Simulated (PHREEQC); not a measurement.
Dissolve 48 mmol/kgw HF, 55 mmol/kgw CuSO4 and 0.49 mmol/kgw KCl at 75 °C. It is in equilibrium with CO2 at log p = -3.5 (atm). Otherwise closed; pH follows from the charge balance.

Computed with PHREEQC (ion-association model, wateq4f.dat).

```tsv
quantity	before	after
pH	2.71	2.36
ionic strength (mol/kgw)	0.122	0.131
HF (mol/kgw)	0.0363	0.0303
F- (mol/kgw)	0.00667	0.00760
HF2- (mol/kgw)	0.00108	0.000831
H2F2 (mol/kgw)	0.000499	0.00350
```

Question: Which change was made?
A) temperature from 75 to 85 °C
B) temperature from 75 to 15 °C
C) CuSO4 from 0.055 to 0.11 mol/kgw
D) KCl left out
E) CuSO4 from 0.055 to 0.0275 mol/kgw

Answer: B, temperature from 75 to 15 °C

No solid was allowed to form. Away from 25 °C the constants follow the database's enthalpies or fits; those with neither stay at their 25 °C values.
